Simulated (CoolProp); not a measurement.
Saturated liquid density (kg/m³) of CH2F2 (R32): the reference equation beside estimates from Tc = 351.3 K, pc = 5.783 MPa, ω = 0.277. Rackett uses Z = 0.29056 − 0.08775 ω.

The numbers come from the reference Helmholtz-energy equation of state, Tillner-Roth 1997 in CoolProp.

```csv
T (K),reference,Rackett,van der Waals,Redlich-Kwong,Soave-Redlich-Kwong,Peng-Robinson
222.3,1211,1045,620.4,909.4,943.4,1066
230.3,1188,1026,609.8,890.9,926.4,1047
238.3,1165,1007,598.8,871.6,908.4,1028
246.3,1142,987.5,587.3,851.3,889.3,1007
254.3,1117,966.9,575.4,830.0,869.0,984.6
262.4,1091,945.4,562.7,807.3,847.1,960.4
270.4,1065,923.2,549.5,783.7,823.9,934.6
278.4,1037,899.9,535.6,758.7,799.1,906.8
286.4,1008,875.4,520.8,732.1,772.3,876.6
294.5,976.0,849.1,504.9,703.3,742.8,843.2
302.5,942.5,821.2,487.9,672.7,711.1,806.9
310.5,906.0,790.9,469.4,639.5,676.1,766.7
318.5,865.4,757.4,448.9,602.9,637.0,721.3
326.5,818.9,719.3,425.8,561.9,592.5,669.3
```

Absolute difference from the reference over all 14 rows, mean and median: Rackett 13.2 and 13.3 %, van der Waals 48.4 and 48.4 %, Redlich-Kwong 27.2 and 26.6 %, Soave-Redlich-Kwong 23.5 and 22.8 %, Peng-Robinson 13.4 and 12.4 %.
